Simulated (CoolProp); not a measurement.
Computed with CoolProp (reference Helmholtz-energy equation of state, Lemmon 2003). It is a pseudo-pure fit of the blend.

Q: For R407C, give the phase and the cp (kJ/(kg K)), speed of sound (m/s), viscosity (µPa s) at 384.7 K and 2.49 bar; 384.7 K and 4.03 bar; 384.7 K and 116 bar.

A: 
- 384.7 K and 2.49 bar: gas; cp 0.973, speed of sound 201, viscosity 15.9
- 384.7 K and 4.03 bar: gas; cp 0.982, speed of sound 199, viscosity 15.9
- 384.7 K and 116 bar: supercritical; cp 1.92, speed of sound 257, viscosity 71.9

Viscosity comes from a separate model (Geller 2000).
